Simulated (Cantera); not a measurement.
A Cantera script and what it prints.

```python
import numpy as np
import cantera as ct

gas_names = """
    TaO2 O3 OH H2
""".split()
cond_names = """
    Ta(cr) Ta(L) Ta2O5(s) Ta2O5(L)
""".split()


# ... load() reads the species with a 1 bar reference pressure and builds the phases ...
species = {s.name: s for s in load("nasa_gas.yaml", gas_names) + load("nasa_condensed.yaml", cond_names)}
# Each term lists the table entries of one substance; the one whose range holds T is used.
reactions = {
    '3 TaO2(g) = 2 O3(g) + 3 Ta':
        [(-3, ['TaO2']), (2, ['O3']), (3, ['Ta(cr)', 'Ta(L)'])],
    '10 OH(g) + 4 Ta = 2 Ta2O5 + 5 H2(g)':
        [(-10, ['OH']), (-4, ['Ta(cr)', 'Ta(L)']), (2, ['Ta2O5(s)', 'Ta2O5(L)']), (5, ['H2'])],
}


def pick(names, T):
    return next(species[n] for n in names if species[n].thermo.min_temp <= T <= species[n].thermo.max_temp)


results = []
for label, terms in reactions.items():
    print(label)
    print("     T/K   dH/kJ  dS/(J/K)   dG/kJ   log10 K")
    for T in [300, 1600, 1675, 1750, 1825, 1900, 1975, 2050, 2125, 2200, 2275]:
        used = [(nu, pick(names, T)) for nu, names in terms]
        dH = sum(nu * s.thermo.h(T) for nu, s in used) / 1e6
        dS = sum(nu * s.thermo.s(T) for nu, s in used) / 1e3
        dG = dH - T * dS / 1e3
        logK = -dG * 1e6 / (ct.gas_constant * T * np.log(10))
        results.append((label, T, dH, dS, dG, logK, [s.name for _, s in used]))
        print(f"{T:8g} {dH:8.1f} {dS:8.1f} {dG:8.1f} {logK:8.2f}")
```

Result:

```
3 TaO2(g) = 2 O3(g) + 3 Ta
     T/K   dH/kJ  dS/(J/K)   dG/kJ   log10 K
     300    886.1   -238.2    957.6  -166.73
    1600    922.0   -194.8   1233.7   -40.27
    1675    924.9   -193.0   1248.2   -38.92
    1750    928.1   -191.1   1262.6   -37.69
    1825    931.6   -189.2   1276.9   -36.55
    1900    935.4   -187.2   1291.0   -35.49
    1975    939.4   -185.1   1305.0   -34.51
    2050    943.8   -182.9   1318.8   -33.60
    2125    948.5   -180.7   1332.4   -32.75
    2200    953.5   -178.4   1345.9   -31.95
    2275    958.8   -176.0   1359.1   -31.21
10 OH(g) + 4 Ta = 2 Ta2O5 + 5 H2(g)
     T/K   dH/kJ  dS/(J/K)   dG/kJ   log10 K
     300  -4485.4  -1063.4  -4166.4   725.42
    1600  -4376.2   -940.8  -2870.9    93.72
    1675  -4368.8   -936.3  -2800.5    87.33
    1750  -4361.5   -932.0  -2730.4    81.50
    1825  -4354.1   -927.9  -2660.7    76.15
    1900  -4346.9   -924.0  -2591.2    71.24
    1975  -4339.6   -920.3  -2522.1    66.70
    2050  -4332.4   -916.7  -2453.2    62.51
    2125  -4079.3   -793.8  -2392.5    58.81
    2200  -4065.9   -787.6  -2333.2    55.40
    2275  -4052.6   -781.7  -2274.3    52.22
```

Cantera with NASA thermochemical tables; ideal gases at 1 bar, condensed phases pure. Condensed species are held in their standard states even where they would react or evaporate.
